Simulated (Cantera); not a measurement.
# Adiabatic ignition

An adiabatic, constant-pressure homogeneous reactor starts with CH4 : CO : O2 : N2 = 1 : 0.12 : 2.06 : 7.75 (molar parts), at 1525 K and 17.0 bar.

Computed with Cantera and GRI-Mech 3.0 (53 species, 325 reactions). The pressure lies above the range GRI-Mech 3.0 was tuned for (to about 10 atm).

| t (s) | T (K) | x CH4 | x CO | x O2 | x C2H4 | x NO |
|---|---|---|---|---|---|---|
| 6.00e-6 | 1525 | 0.0914 | 0.0110 | 0.188 | 8.38e-8 | <1e-12 |
| 1.27e-5 | 1525 | 0.0913 | 0.0110 | 0.188 | 1.36e-6 | <1e-12 |
| 2.68e-5 | 1527 | 0.0907 | 0.0110 | 0.188 | 1.37e-5 | 1.10e-12 |
| 5.65e-5 | 1541 | 0.0879 | 0.0114 | 0.186 | 0.000132 | 7.49e-12 |
| 0.000119 | 2953 | <1e-12 | 0.0342 | 0.0170 | <1e-12 | 0.00214 |
| 0.000252 | 2939 | <1e-12 | 0.0348 | 0.0146 | <1e-12 | 0.00889 |
| 0.000533 | 2936 | <1e-12 | 0.0350 | 0.0140 | <1e-12 | 0.0106 |
| 0.00113 | 2936 | <1e-12 | 0.0350 | 0.0139 | <1e-12 | 0.0106 |
| 0.00238 | 2936 | <1e-12 | 0.0350 | 0.0139 | <1e-12 | 0.0106 |
| 0.00502 | 2936 | <1e-12 | 0.0350 | 0.0139 | <1e-12 | 0.0106 |
| 0.0106 | 2936 | <1e-12 | 0.0350 | 0.0139 | <1e-12 | 0.0106 |
| 0.0224 | 2936 | <1e-12 | 0.0350 | 0.0139 | <1e-12 | 0.0106 |
| 0.0473 | 2936 | <1e-12 | 0.0350 | 0.0139 | <1e-12 | 0.0106 |
| 0.100 | 2936 | <1e-12 | 0.0350 | 0.0139 | <1e-12 | 0.0106 |
x: mole fraction; the columns are a selection and need not sum to one.

```
Item                                                               Value
---------------------------------  -------------------------------------
time of steepest temperature rise                                98.2 µs
temperature at 0.100 s                                            2936 K
equilibrium temperature                                           2936 K
x(CH4) at 0.100 s                  <1e-12 (gas-phase equilibrium <1e-12)
x(CO) at 0.100 s                   0.0350 (gas-phase equilibrium 0.0350)
x(O2) at 0.100 s                   0.0139 (gas-phase equilibrium 0.0139)
```
